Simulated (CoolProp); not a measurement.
Sulfur dioxide at several states: Z from the reference equation and from simpler models built on Tc = 157.5 °C, pc = 78.87 bar, ω = 0.256; each cubic takes its own stable root.

The numbers come from the reference Helmholtz-energy equation of state, Gao 2016 in CoolProp.

```json
[
 {"T (°C)": "167.65", "p (bar)": "138", "phase": "supercritical", "reference": "0.2815"},
 {"T (°C)": "-55.15", "p (bar)": "13.1", "phase": "liquid", "reference": "0.02934"},
 {"T (°C)": "-3.45", "p (bar)": "241", "phase": "liquid", "reference": "0.4652"}
]
```

Problem. How far does each simpler model (van der Waals, Redlich-Kwong, Soave-Redlich-Kwong, Peng-Robinson) lie from the reference over these 3 states: mean and median of the absolute difference, and the worst?

Solution. 
- van der Waals: mean 58.1 %, median 63.2 %, worst +70.8 % at -55.15 °C and 13.1 bar
- Redlich-Kwong: mean 15.9 %, median 15.2 %, worst +18.5 % at 167.65 °C and 138 bar
- Soave-Redlich-Kwong: mean 14.9 %, median 12.8 %, worst +20.6 % at 167.65 °C and 138 bar
- Peng-Robinson: mean 3.6 %, median 1.1 %, worst +9.3 % at 167.65 °C and 138 bar
